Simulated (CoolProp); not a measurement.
Tetrahydrofuran along the isotherm 108.15 °C: fugacity coefficient from the reference equation and from simpler models built on Tc = 267.0 °C, pc = 5.304 MPa, ω = 0.234; each cubic takes its own stable root.

Computed with CoolProp (reference Helmholtz-energy equation of state, Fiedler 2023).

```json
[
 {"p (MPa)": "0.177", "phase": "gas", "reference": "0.9664", "van der Waals": "0.9777", "Redlich-Kwong": "0.9701", "Soave-Redlich-Kwong": "0.9673", "Peng-Robinson": "0.9657"},
 {"p (MPa)": "0.354", "phase": "liquid", "reference": "0.8866", "van der Waals": "0.9554", "Redlich-Kwong": "0.9403", "Soave-Redlich-Kwong": "0.8889", "Peng-Robinson": "0.8826"},
 {"p (MPa)": "0.53", "phase": "liquid", "reference": "0.5952", "van der Waals": "0.9331", "Redlich-Kwong": "0.8607", "Soave-Redlich-Kwong": "0.5970", "Peng-Robinson": "0.5924"},
 {"p (MPa)": "0.707", "phase": "liquid", "reference": "___", "van der Waals": "0.9108", "Redlich-Kwong": "___", "Soave-Redlich-Kwong": "0.4500", "Peng-Robinson": "0.4462"},
 {"p (MPa)": "0.884", "phase": "liquid", "reference": "0.3605", "van der Waals": "0.8883", "Redlich-Kwong": "0.5220", "Soave-Redlich-Kwong": "0.3619", "Peng-Robinson": "0.3586"},
 {"p (MPa)": "1.06", "phase": "liquid", "reference": "0.3022", "van der Waals": "0.8658", "Redlich-Kwong": "0.4378", "Soave-Redlich-Kwong": "0.3035", "Peng-Robinson": "0.3005"},
 {"p (MPa)": "1.24", "phase": "liquid", "reference": "0.2597", "van der Waals": "0.7737", "Redlich-Kwong": "0.3764", "Soave-Redlich-Kwong": "0.2609", "Peng-Robinson": "___"},
 {"p (MPa)": "1.41", "phase": "liquid", "reference": "0.2295", "van der Waals": "0.6858", "Redlich-Kwong": "0.3329", "Soave-Redlich-Kwong": "0.2307", "Peng-Robinson": "0.2281"},
 {"p (MPa)": "1.59", "phase": "liquid", "reference": "0.2046", "van der Waals": "0.6133", "Redlich-Kwong": "0.2969", "Soave-Redlich-Kwong": "0.2057", "Peng-Robinson": "0.2033"},
 {"p (MPa)": "1.77", "phase": "liquid", "reference": "0.1847", "van der Waals": "0.5556", "Redlich-Kwong": "0.2683", "Soave-Redlich-Kwong": "0.1858", "Peng-Robinson": "0.1835"},
 {"p (MPa)": "1.94", "phase": "liquid", "reference": "0.1694", "van der Waals": "0.5110", "Redlich-Kwong": "0.2461", "Soave-Redlich-Kwong": "0.1704", "Peng-Robinson": "0.1682"},
 {"p (MPa)": "2.12", "phase": "liquid", "reference": "0.1558", "van der Waals": "0.4715", "Redlich-Kwong": "0.2265", "Soave-Redlich-Kwong": "0.1568", "Peng-Robinson": "0.1547"},
 {"p (MPa)": "2.3", "phase": "liquid", "reference": "0.1444", "van der Waals": "0.4383", "Redlich-Kwong": "0.2100", "Soave-Redlich-Kwong": "0.1454", "Peng-Robinson": "0.1433"},
 {"p (MPa)": "2.48", "phase": "liquid", "reference": "0.1346", "van der Waals": "0.4099", "Redlich-Kwong": "___", "Soave-Redlich-Kwong": "0.1356", "Peng-Robinson": "0.1336"},
 {"p (MPa)": "2.65", "phase": "liquid", "reference": "0.1266", "van der Waals": "0.3866", "Redlich-Kwong": "0.1843", "Soave-Redlich-Kwong": "0.1276", "Peng-Robinson": "0.1256"}
]
```

Task: Complete the blanks.

Result: 
- 0.707, reference: 0.4485
- 0.707, Redlich-Kwong: 0.6489
- 1.24, Peng-Robinson: 0.2582
- 2.48, Redlich-Kwong: 0.1959

At some of these states van der Waals, Redlich-Kwong gives the other phase, because its saturation line lies elsewhere.
